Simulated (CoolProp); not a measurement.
Properties of isopentane along the isobar 9.77 MPa (Tc = 187.2 °C, pc = 3.378 MPa, ω = 0.227).

Computed with CoolProp (reference Helmholtz-energy equation of state, Lemmon 2006). It is a short technical equation, of lower accuracy than the large ones.

```json
[
 {"T (°C)": "-22.75", "phase": "liquid", "Z": "0.5054", "cp (kJ/(kg K))": "2.027", "expansivity (1/kK)": "1.295"},
 {"T (°C)": "-10.55", "phase": "liquid", "Z": "0.4897", "cp (kJ/(kg K))": "2.078", "expansivity (1/kK)": "1.328"},
 {"T (°C)": "1.65", "phase": "liquid", "Z": "0.4757", "cp (kJ/(kg K))": "2.131", "expansivity (1/kK)": "1.365"},
 {"T (°C)": "13.95", "phase": "liquid", "Z": "0.4631", "cp (kJ/(kg K))": "2.186", "expansivity (1/kK)": "___"},
 {"T (°C)": "26.15", "phase": "liquid", "Z": "___", "cp (kJ/(kg K))": "2.242", "expansivity (1/kK)": "1.457"},
 {"T (°C)": "38.35", "phase": "liquid", "Z": "0.4423", "cp (kJ/(kg K))": "2.300", "expansivity (1/kK)": "1.512"},
 {"T (°C)": "50.55", "phase": "liquid", "Z": "0.4337", "cp (kJ/(kg K))": "2.360", "expansivity (1/kK)": "___"},
 {"T (°C)": "62.85", "phase": "liquid", "Z": "0.4262", "cp (kJ/(kg K))": "2.421", "expansivity (1/kK)": "1.646"},
 {"T (°C)": "75.05", "phase": "liquid", "Z": "0.4198", "cp (kJ/(kg K))": "2.483", "expansivity (1/kK)": "___"},
 {"T (°C)": "87.25", "phase": "liquid", "Z": "0.4145", "cp (kJ/(kg K))": "2.547", "expansivity (1/kK)": "1.821"},
 {"T (°C)": "99.55", "phase": "liquid", "Z": "0.4101", "cp (kJ/(kg K))": "2.612", "expansivity (1/kK)": "1.928"},
 {"T (°C)": "111.75", "phase": "liquid", "Z": "0.4069", "cp (kJ/(kg K))": "2.679", "expansivity (1/kK)": "2.051"}
]
```

Task: Fill in the missing entries.

Result: 
- 13.95, expansivity (1/kK): 1.408
- 26.15, Z: 0.4521
- 50.55, expansivity (1/kK): 1.575
- 75.05, expansivity (1/kK): 1.728
